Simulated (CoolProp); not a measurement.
Vapour-liquid equilibrium of CHF3 (R23) (1) + R227EA (2) at 0.0362 MPa; x and y are mole fractions of (1).

Model: multi-fluid Helmholtz-energy mixture model, Penoncello 2003 and Lemmon 2016; pair parameters Bell 2016, in CoolProp.

```csv
x,bubble temperature (K),y at the bubble point,dew temperature at overall composition x (K),liquid density (mol/L)
0.05,219.7,0.610,234.4,10.06
0.15,201.7,0.900,[?],11.01
0.25,192.5,0.958,230.3,11.87
0.35,187.2,0.977,227.8,12.76
0.45,183.8,0.985,225.1,13.70
0.55,[?],0.990,221.9,14.74
0.65,179.7,0.993,218.1,15.89
0.75,178.3,0.995,[?],17.20
0.85,[?],0.997,206.6,18.72
0.95,175.7,0.999,194.2,20.49
```

Problem. Some entries are withheld; supply them.

Solution. 
- 0.15, dew temperature at overall composition x (K): 232.4
- 0.55, bubble temperature (K): 181.4
- 0.75, dew temperature at overall composition x (K): 213.3
- 0.85, bubble temperature (K): 177.1

No azeotrope shows between x = 0.05 and 0.95.

Pair parameters are fitted to limited data, so mixtures are less certain than the pure fluids.
